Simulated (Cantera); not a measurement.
Feed: 1 mol SiH₄, 2.6 mol N₂, held at 500 °C and 1.00 bar.

Equilibrium computed with Cantera from the NASA thermochemical tables; the gas is ideal and each condensed phase is pure. Candidate condensed phases: Si, Si₃N₄; 18 gas species. N₂ is the only nitrogen source here; it is nearly inert below about 1500 K, so the nitride shown seldom forms there in practice. Equilibrium is a limit: real reactors are often held back by kinetics, nucleation or transport.

Base state: H₂ 0.507, N₂ 0.492, NH₃ 0.00100 (mole fractions); condensed: Si₃N₄(s).

Task: What changes in the equilibrium state with this change: pressure from 1.00 bar to 0.000510 bar?

Result: 
```json
[
 {"species": "H₂", "before": "0.507", "after": "0.508"},
 {"species": "N₂", "before": "0.492", "after": "0.492"},
 {"species": "NH₃", "before": "0.00100", "after": "5.13e-7"},
 {"species": "Si₃N₄(s), mol", "before": "0.333", "after": "0.333"}
]
```

Task: What changes in the equilibrium state with this change: temperature from 500 °C to 602 °C?

Result: 
```tsv
species	before	after
H₂	0.507	0.508
N₂	0.492	0.492
NH₃	0.00100	0.000379
Si₃N₄(s), mol	0.333	0.333
```
